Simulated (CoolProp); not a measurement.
C2F6 (R116) along the isobar 0.626 MPa: density (kg/m³) from the reference equation and from simpler models built on Tc = 19.9 °C, pc = 3.048 MPa, ω = 0.257; each cubic takes its own stable root.

Model: reference Helmholtz-energy equation of state, Lemmon 2006, in CoolProp. It is a short technical equation, of lower accuracy than the large ones.

```csv
T (°C),phase,reference,van der Waals,Redlich-Kwong,Soave-Redlich-Kwong,Peng-Robinson
-72.55,liquid,1583,999.6,1456,1513,1711
-62.05,liquid,1534,58.13,1401,1461,1654
-51.45,liquid,?,54.12,1339,1402,1589
-40.95,liquid,1425,50.76,?,1336,1516
-30.35,gas,50.23,47.83,?,?,50.51
-19.85,gas,46.88,45.28,46.40,46.80,47.28
-9.25,gas,44.08,43.01,43.84,44.08,44.50
1.25,gas,?,41.00,41.62,41.75,42.13
11.85,gas,39.63,39.17,39.63,39.68,40.02
22.35,gas,37.81,37.53,37.87,37.86,38.17
32.95,gas,36.17,36.02,36.27,36.21,36.50
43.45,gas,34.71,34.64,34.83,34.74,?
```

Q: Some entries are withheld; supply them.

A: 
- -51.45, reference: 1481
- -40.95, Redlich-Kwong: 52.87
- -30.35, Redlich-Kwong: 49.34
- -30.35, Soave-Redlich-Kwong: 49.98
- 1.25, reference: 41.71
- 43.45, Peng-Robinson: 35.00

At some of these states van der Waals, Redlich-Kwong gives the other phase, because its saturation line lies elsewhere.
